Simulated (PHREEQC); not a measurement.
Solution A (0.028 mol/kgw HCl, 0.0011 mol/kgw ZnSO4 and 0.00029 mol/kgw MnSO4) is mixed with solution B (0.25 mmol/kgw Sr(OH)2 and 1.4 mmol/kgw Al2(SO4)3) at 20 °C; shares are by mass of water, 1 kg in all. The system is closed to oxygen. No CO2 enters from the air. Solids allowed: Celestite, Boehmite, Pyrochroite, Zn(OH)2-a, Zn4(OH)6SO4, Zn5(OH)8Cl2, Basaluminite, Goslarite. Others were left out.

Model: ion-association model, wateq4f.dat, run in PHREEQC.

Task: Predict pH, Al in solution (mol/kgw) at share of solution B = 0.3, 0.5, 0.9, 1.

Result: 
```tsv
share of solution B	pH	Al in solution (mol/kgw)
0.3	1.79	0.000840
0.5	1.94	0.00140
0.9	2.72	0.00252
1	3.94	0.00256
```
